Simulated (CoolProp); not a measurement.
Octamethyltrisiloxane (MDM) at several states: density (kg/m³) from the reference equation and from simpler models built on Tc = 565.4 K, pc = 14.38 bar, ω = 0.528; each cubic takes its own stable root.

Model: reference Helmholtz-energy equation of state, Thol 2017, in CoolProp.

```
T (K)  p (bar)   phase   reference  van der Waals  Redlich-Kwong  Soave-Redlich-Kwong  Peng-Robinson
-----  -------  ------  ----------  -------------  -------------  -------------------  -------------
203.3       70  liquid       913.7          522.8          766.6                783.7     (withheld)
267.6    0.178  liquid  (withheld)     (withheld)          715.5           (withheld)     (withheld)
325.9     5.68  liquid       788.1          456.2     (withheld)                711.5     (withheld)
```

### Question
What belongs in the gaps?

### Answer

- 203.3, Peng-Robinson: 875.8
- 267.6, reference: 845.6
- 267.6, van der Waals: 1.932
- 267.6, Soave-Redlich-Kwong: 747.6
- 267.6, Peng-Robinson: 838.8
- 325.9, Redlich-Kwong: 671.1
- 325.9, Peng-Robinson: 800.4

At some of these states van der Waals gives the other phase, because its saturation line lies elsewhere.
